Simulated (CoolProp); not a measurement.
Ammonia along the isobar 13.1 MPa: Z from the reference equation and from simpler models built on Tc = 405.6 K, pc = 11.36 MPa, ω = 0.256; each cubic takes its own stable root.

The numbers come from the reference Helmholtz-energy equation of state, Gao 2020 in CoolProp.

| T (K) | phase | reference |
|---|---|---|
| 321.9 | liquid | 0.1440 |
| 347.5 | liquid | 0.1441 |
| 373 | liquid | 0.1490 |
| 398.6 | liquid | 0.1674 |
| 424.2 | supercritical | 0.4784 |
| 449.8 | supercritical | 0.6448 |
| 475.4 | supercritical | 0.7316 |
| 501 | supercritical | 0.7895 |
| 526.5 | supercritical | 0.8314 |
| 552.1 | supercritical | 0.8633 |
| 577.7 | supercritical | 0.8882 |

Q: How far does each simpler model (van der Waals, Redlich-Kwong, Soave-Redlich-Kwong) lie from the reference over these 11 states: mean and median of the absolute difference, and the worst?

A: 
- van der Waals: mean 30.9 %, median 3.9 %, worst +83.9 % at 321.9 K and 13.1 MPa
- Redlich-Kwong: mean 13.8 %, median 1.9 %, worst +39.9 % at 398.6 K and 13.1 MPa
- Soave-Redlich-Kwong: mean 14.0 %, median 5.3 %, worst +37.4 % at 398.6 K and 13.1 MPa
